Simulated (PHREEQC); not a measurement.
Dissolve 0.0019 mol NH4HF2 per kg of water at 20 °C. Closed to the air; pH follows from the charge balance.

Equilibrium calculation in PHREEQC: ion-association model, wateq4f.dat.

| quantity | before | after |
|---|---|---|
| pH | 3.34 | 3.25 |
| ionic strength (mol/kgw) | 0.00238 | 0.00440 |
| NH3 (mol/kgw) | 1.58e-9 | 2.52e-9 |

**Question.** Which change was made?
(A) NH4HF2 from 0.0019 to 0.00285 mol/kgw
(B) NH4HF2 replaced by NH4HSO4 at the same molality
(C) NH4HF2 from 0.0019 to 0.0038 mol/kgw
(D) diluted 2-fold with water

**Answer.** C, NH4HF2 from 0.0019 to 0.0038 mol/kgw

No solid was allowed to form.
